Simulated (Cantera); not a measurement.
An adiabatic, constant-volume homogeneous reactor starts with CH₄ : O₂ : N₂ = 1 : 1.11 : 5.44 (molar parts), equivalence ratio 1.8, at 1373 K and 2.57 atm.

Model: GRI-Mech 3.0 (53 species, 325 reactions), integrated in Cantera.

### Question
Predict: time of steepest temperature rise; temperature at 6.00 s; equilibrium temperature; x(O₂) at 6.00 s; x(N₂O) at 6.00 s.

### Answer
```
Item                                                                Result
---------------------------------  ---------------------------------------
time of steepest temperature rise                                  3.60 ms
temperature at 6.00 s                                               2663 K
equilibrium temperature                                             2663 K
x(O₂) at 6.00 s                    3.70e-5 (gas-phase equilibrium 3.70e-5)
x(N₂O) at 6.00 s                   4.33e-8 (gas-phase equilibrium 4.33e-8)
```
